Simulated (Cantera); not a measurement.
Feed: 1 mol Si(CH3)4, 9.5 mol H2, at 2100 K and 1.10 mbar.

These are equilibrium values from Cantera (NASA tables, ideal gas, pure condensed phases), not measurements of a reactor. Candidate condensed phases: C, C6H6, C7H8, C8H18, Si, SiC; 87 gas species. Gases not in the tables: Si2H6 and higher silanes. Equilibrium is a limit: real reactors are often held back by kinetics, nucleation or transport.

Base state: H2 0.899, H 0.0891, Si 0.00946, C2H2 (acetylene) 0.00130, SiC2 0.000609, Si2C 0.000387, SiH 0.000161, SiH2 1.28e-5 (mole fractions); condensed: C(graphite) + SiC(s).

Q: What changes in the equilibrium state with this change: temperature from 2100 K to 2523.15 K?

A: 
| species | before | after |
|---|---|---|
| H | 0.0891 | 0.538 |
| H2 | 0.899 | 0.412 |
| Si | 0.00946 | 0.0343 |
| C2 | 2.25e-8 | 5.97e-5 |
| C3 | 2.62e-7 | 0.000646 |
| C(graphite), mol | 3.11 | 3.27 |
| SiC(s), mol | 0.819 | 0 |

Q: What changes in the equilibrium state with this change: temperature from 2100 K to 2125 K?

A: 
```csv
species,before,after
H2,0.899,0.881
H,0.0891,0.103
Si,0.00946,0.0134
Si2,9.60e-6,1.56e-5
SiC2,0.000609,0.000955
Si2C,0.000387,0.000600
"C(graphite), mol",3.11,3.17
"SiC(s), mol",0.819,0.738
```

Q: What changes in the equilibrium state with this change: pressure from 1.10 mbar to 0.240 bar?

A: 
```json
[
 {"species": "H2", "before": "0.899", "after": "0.992"},
 {"species": "H", "before": "0.0891", "after": "0.00633"},
 {"species": "C2H2 (acetylene)", "before": "0.00130", "after": "0.00143"},
 {"species": "Si", "before": "0.00946", "after": "4.33e-5"},
 {"species": "CH4", "before": "2.93e-7", "after": "7.79e-5"},
 {"species": "Si2C", "before": "0.000387", "after": "1.77e-6"},
 {"species": "SiC2", "before": "0.000609", "after": "2.79e-6"},
 {"species": "C(graphite), mol", "before": "3.11", "after": "2.96"},
 {"species": "SiC(s), mol", "before": "0.819", "after": "0.999"}
]
```
